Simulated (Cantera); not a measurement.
An adiabatic, constant-volume homogeneous reactor starts with H₂ : O₂ : N₂ = 1 : 0.294 : 1.11 (molar parts), at 950 K and 9.30 bar. Integrator tolerance rtol = 1e-08.

Detailed kinetics in Cantera: the H2/O2 subset of GRI-Mech 3.0, which has no nitrogen chemistry. The hydrogen kinetics of GRI-Mech 3.0 are dated; newer H2 mechanisms differ, most at raised pressure.

Problem. What does this change do: pressure from 9.30 bar to 0.380 bar?

Solution. 
```csv
quantity,before,after
time of steepest temperature rise,22.3 ms,0.901 ms
temperature at 2.00 s,2983 K,2774 K
equilibrium temperature,2983 K,2774 K
x(H₂) at 2.00 s,0.190 (gas-phase equilibrium 0.190),0.183 (gas-phase equilibrium 0.183)
x(O₂) at 2.00 s,0.000140 (gas-phase equilibrium 0.000140),0.000771 (gas-phase equilibrium 0.000771)
x(OH) at 2.00 s,0.00598 (gas-phase equilibrium 0.00598),0.0124 (gas-phase equilibrium 0.0124)
x(H₂O₂) at 2.00 s,2.74e-7 (gas-phase equilibrium 2.74e-7),8.55e-8 (gas-phase equilibrium 8.55e-8)
x(HO₂) at 2.00 s,6.29e-7 (gas-phase equilibrium 6.29e-7),6.50e-7 (gas-phase equilibrium 6.50e-7)
x(H₂O) at 2.00 s,0.269 (gas-phase equilibrium 0.269),0.257 (gas-phase equilibrium 0.257)
```
